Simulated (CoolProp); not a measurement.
A Linde-Hampson liquefier for ethane: isothermal reversible compression at 320 K from 1 atm to 25 MPa, throttling to 1 atm, return gas leaving the recuperator 2 K below the feed. Each further row changes one setting.

The numbers come from the reference Helmholtz-energy equation of state, Bücker 2006 in CoolProp.

| case | liquid yield per pass | compression work (kJ/kg of gas) |
|---|---|---|
| as stated | ? | 378 |
| high pressure 50 MPa | 0.448 | 436 |
| warm-end temperature 350 K | ? | ? |
| warm-end gap 7 K | 0.458 | 378 |

**Question.** What belongs in the gaps?

**Answer.** 
- as stated, liquid yield per pass: 0.465
- warm-end temperature 350 K, liquid yield per pass: 0.386
- warm-end temperature 350 K, compression work (kJ/kg of gas): 443
